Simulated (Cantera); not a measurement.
An isothermal, constant-pressure homogeneous reactor starts with 1.75 % CH4, 97.3 % H2, 0.915 % CO2, at 1600 K and 0.133 bar.

Computed with Cantera and GRI-Mech 3.0 (53 species, 325 reactions). GRI-Mech 3.0 stops at C3 and has no aromatics, soot or wall deposition, so with more carbon than oxygen in the feed, carbon stays in small species such as C2H2 where larger ones or solid carbon would form.

Problem. Predict: x(CH4) at 20.0 s; x(H2) at 20.0 s; x(CO2) at 20.0 s; x(C2H4) at 20.0 s; x(CH2O) at 20.0 s.

Solution. 
```json
{
  "x(CH4) at 20.0 s": "0.00410 (gas-phase equilibrium 0.00216)",
  "x(H2) at 20.0 s": "0.971 (gas-phase equilibrium 0.977)",
  "x(CO2) at 20.0 s": "2.76e-5 (gas-phase equilibrium 1.16e-9)",
  "x(C2H4) at 20.0 s": "8.83e-5 (gas-phase equilibrium 4.26e-5)",
  "x(CH2O) at 20.0 s": "1.00e-9 (gas-phase equilibrium 9.99e-10)"
}
```
